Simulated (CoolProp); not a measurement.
Vapour-liquid equilibrium of carbon dioxide (1) + R124 (2) at 722 kPa; x and y are mole fractions of (1).

Model: multi-fluid Helmholtz-energy mixture model, Span 1996 and de Vries 1995; pair parameters Bell 2016, in CoolProp.

Give the bubble temperature and the first vapour's composition at x = 0.2, 0.35, 0.8. Is there an azeotrope?

x = 0.2: 0.4 °C, y = 0.784; x = 0.35: -16.6 °C, y = 0.906; x = 0.8: -42.0 °C, y = 0.991. No azeotrope shows between x = 0.05 and 0.95.

Pair parameters are fitted to limited data, so mixtures are less certain than the pure fluids.
